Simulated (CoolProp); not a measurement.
Ammonia at 620.82 K and 0.978 MPa flows at 5 m/s in a round tube of 50 mm bore and 45 µm roughness, fully developed (64/Re and Nu = 3.66 if laminar; Colebrook and Gnielinski if turbulent). Each further row changes one setting.

The numbers come from the reference Helmholtz-energy equation of state, Gao 2020 in CoolProp.

| case | Reynolds number | Darcy friction factor | pressure drop (Pa/m) | heat-transfer coefficient (W/(m² K)) | mass flow (kg/h) |
|---|---|---|---|---|---|
| as stated | 36100 | … | 20.3 | 144 | 115 |
| velocity 10 m/s | 72200 | 0.0226 | 73.5 | … | … |
| diameter 100 mm | 72200 | … | 8.56 | … | … |

### Question
Some entries are withheld; supply them.

### Answer

- as stated, Darcy friction factor: 0.0250
- velocity 10 m/s, heat-transfer coefficient (W/(m² K)): 264
- velocity 10 m/s, mass flow (kg/h): 230
- diameter 100 mm, Darcy friction factor: 0.0211
- diameter 100 mm, heat-transfer coefficient (W/(m² K)): 123
- diameter 100 mm, mass flow (kg/h): 459

Viscosity comes from a separate model (Fenghour 1995). Thermal conductivity comes from a separate model (Tufeu 1984).
